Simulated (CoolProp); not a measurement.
Vapour-liquid equilibrium of neopentane (1) + n-pentane (2) at 325.6 K; x and y are mole fractions of (1).

The numbers come from the multi-fluid Helmholtz-energy mixture model, Lemmon 2006 and Thol 2019; pair parameters Bell 2016 in CoolProp.

| x | bubble pressure (bar) | y at the bubble point | dew pressure at overall composition x (bar) | liquid density (mol/L) |
|---|---|---|---|---|
| 0.05 | 1.821 | 0.101 | 1.767 | 8.188 |
| 0.15 | 2.030 | 0.271 | 1.877 | 8.132 |
| 0.25 | 2.239 | 0.411 | 2.002 | 8.076 |
| 0.35 | 2.447 | 0.528 | 2.143 | 8.020 |
| 0.45 | 2.654 | 0.628 | 2.304 | 7.965 |
| 0.55 | 2.861 | 0.714 | 2.490 | 7.909 |
| 0.65 | 3.068 | 0.790 | 2.705 | 7.853 |
| 0.75 | 3.275 | 0.857 | 2.956 | 7.797 |
| 0.85 | 3.482 | 0.918 | 3.252 | 7.741 |
| 0.95 | 3.691 | 0.974 | 3.600 | 7.684 |

No azeotrope shows between x = 0.05 and 0.95.

Pair parameters are fitted to limited data, so mixtures are less certain than the pure fluids.
